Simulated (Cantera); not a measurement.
Input: 1 mol AlCl₃, 0.21 mol O₂, 13 mol N₂, 24 mol NH₃, held at 950 Pa.

Cantera equilibrium calculation (NASA polynomials, part measured and part estimated; ideal gas, pure solids and liquids). Candidate condensed phases: Al, AlCl₃, AlN, Al₂O₃, H₂O, NH₄Cl; 45 gas species. Mutual solubility and eutectic melting of coexisting phases are not modelled. Equilibrium is a limit: real reactors are often held back by kinetics, nucleation or transport.

Over these rows the condensed part is AlN(s) + Al₂O₃(s). Partial pressures as log10 of bar:

```csv
T (K),1000/T (1/K),log p AlCl,log p H₂,log p N₂,log p HCl
1100,0.9091,-8.70,-2.27,-2.42,-3.42
1175,0.8511,-7.63,-2.27,-2.42,-3.43
1250,0.8000,-6.70,-2.27,-2.42,-3.44
1325,0.7547,?,-2.27,-2.42,-3.44
1400,0.7143,-5.15,-2.27,-2.42,-3.46
1475,0.6780,-4.52,-2.27,-2.42,-3.49
```

Task: Fit log p(AlCl) = a + b·(1000/T) to the five rows, give the apparent enthalpy, and predict the row at 1325 K.

Result: Means: 1000/T = 0.7905, log p = -6.540. Sxy = -0.656918, Sxx = 0.0362913, so b = -18.10 and a = -6.540 − (-18.10)×0.7905 = 7.77.
Apparent enthalpy: −19.145 × (-18.10) = 347 kJ/mol. With the condensed phases at unit activity, AlN(s) + HCl(g) = AlCl(g) + 1/2 H₂(g) + 1/2 N₂(g) links this pressure to the main gases: over the six rows their terms move log p by -0.07 in all, so the slope is close to that reaction's ΔH°. The five rows lie within 0.02 of the line.
Prediction at 1325 K: 7.77 + (-18.10)×0.7547 = -5.89. The computed value is -5.88, 0.01 from the line.
